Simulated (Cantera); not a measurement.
A Cantera script and what it prints.

```python
import numpy as np
import cantera as ct

gas_names = """
    B BN BO BO2 B2 B2O B2O2 B2O3 N NO NO2 NO3 N2 N2O O O2 O3
""".split()
cond_names = """
    B(b) B(L) BN(s) B2O3(L)
""".split()


# ... load() reads the species with a 1 bar reference pressure and builds the phases ...
atoms = {
    'BN': {'B': 1, 'N': 1},
    'O2': {'O': 2},
    'N2': {'N': 2},
}
top_T = {'BN(s)': 3200}  # K; cautious upper limits of use, not melting points


# ... equilibrate(T, P, feed) seeds the gas with the atoms and calls Mixture.equilibrate('TP', solver="vcs", rtol=1e-11, max_steps=5000) ...
results = []
T = 2048  # K
P = 360  # Pa
for m in [1.5, 2.2, 3.3, 4.8, 7.1, 10, 15, 23]:
    feed = {'BN': 1, 'O2': 0.42, 'N2': m}  # mol
    mix = equilibrate(T, P, feed)
    results.append((T, P, feed, dict(zip(mix.species_names, mix.species_moles))))
    x = sorted(zip(gas.X, gas.species_names), reverse=True)
    print(f"T = {T:g} K  P = {P:g} Pa  n(N2) = {m:g} mol  gas = {mix.phase_moles(0):.4g} mol")
    print("   x: " + "  ".join(f"{s} {v:.3e}" for v, s in x if v > 0.001))
    print("   condensed (mol): " + ("  ".join(f"{mix.phase(i).name} {mix.phase_moles(i):.4g}"
          for i in range(1, mix.n_phases) if mix.phase_moles(i) > 1e-12) or "none"))
```

Result:

```
T = 2048 K  P = 360 Pa  n(N2) = 1.5 mol  gas = 2.454 mol
   x: N2 7.790e-01  B2O2 1.071e-01  BO 1.063e-01  B2O3 7.096e-03
   condensed (mol): BN(s) 0.1761
T = 2048 K  P = 360 Pa  n(N2) = 2.2 mol  gas = 3.172 mol
   x: N2 8.239e-01  BO 9.157e-02  B2O2 7.941e-02  B2O3 4.663e-03
   condensed (mol): BN(s) 0.1734
T = 2048 K  P = 360 Pa  n(N2) = 3.3 mol  gas = 4.294 mol
   x: N2 8.652e-01  BO 7.640e-02  B2O2 5.528e-02  B2O3 2.775e-03
   condensed (mol): BN(s) 0.1703
T = 2048 K  P = 360 Pa  n(N2) = 4.8 mol  gas = 5.817 mol
   x: N2 8.968e-01  BO 6.333e-02  B2O2 3.798e-02  B2O3 1.609e-03
   condensed (mol): BN(s) 0.1676
T = 2048 K  P = 360 Pa  n(N2) = 7.1 mol  gas = 8.143 mol
   x: N2 9.232e-01  BO 5.103e-02  B2O2 2.466e-02
   condensed (mol): BN(s) 0.165
T = 2048 K  P = 360 Pa  n(N2) = 10 mol  gas = 11.07 mol
   x: N2 9.414e-01  BO 4.158e-02  B2O2 1.637e-02
   condensed (mol): BN(s) 0.1629
T = 2048 K  P = 360 Pa  n(N2) = 15 mol  gas = 16.1 mol
   x: N2 9.579e-01  BO 3.200e-02  B2O2 9.699e-03
   condensed (mol): BN(s) 0.1609
T = 2048 K  P = 360 Pa  n(N2) = 23 mol  gas = 24.13 mol
   x: N2 9.707e-01  BO 2.376e-02  B2O2 5.345e-03
   condensed (mol): BN(s) 0.1591
```

Method: chemical equilibrium by Gibbs-energy minimisation in Cantera with the NASA 1993 tables (ideal gas, pure condensed phases).
